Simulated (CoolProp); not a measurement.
The fluid at 280.46 K and 0.301 MPa is compressed adiabatically to 2.09 MPa with isentropic efficiency 0.6. The same conditions are run with several fluids, on thermodynamics alone (safety and materials aside).

The numbers come from the reference Helmholtz-energy equation of state of each fluid (C3F8 (R218): Lemmon 2006; dry air: Lemmon 2000; R125: Lemmon 2005; carbon dioxide: Span 1996; hydrogen chloride: Thol 2018) in CoolProp. Blends and air are pseudo-pure fits.

Problem. Rank C3F8 (R218), dry air, R125, carbon dioxide, hydrogen chloride by work (kJ/kg), highest first.

Solution. dry air (348), hydrogen chloride (269), carbon dioxide (208), R125 (60.8), C3F8 (R218) (33.5)

```csv
fluid,final temperature (K),final density (kg/m³)
C3F8 (R218),344.0,220
dry air,619.7,11.7
R125,367.9,98.1
carbon dioxide,507.9,22.1
hydrogen chloride,618.6,15.0
```
